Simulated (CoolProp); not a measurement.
Vapour-liquid equilibrium of trans-2-butene (1) + acetone (2) at 0.449 MPa; x and y are mole fractions of (1).

Values from CoolProp's multi-fluid Helmholtz-energy mixture model, Lemmon 2005 and Lemmon 2006; pair parameters Bell 2016.

```csv
x,bubble temperature (°C),y at the bubble point,dew temperature at overall composition x (°C),liquid density (mol/L)
0.05,96.2,0.262,105.4,11.84
0.15,79.2,0.565,101.2,11.85
0.25,68.6,0.706,96.7,11.73
0.35,62.2,0.777,91.8,11.53
0.45,58.1,0.819,86.4,11.29
0.55,55.4,0.848,80.2,11.05
0.65,53.3,0.872,73.1,10.81
0.75,51.5,0.897,64.7,10.59
0.85,49.7,0.927,55.2,10.40
0.95,48.1,0.970,48.8,10.24
```

No azeotrope shows between x = 0.05 and 0.95.

The pair parameters rest on a limited set of measurements; away from them the model extrapolates.
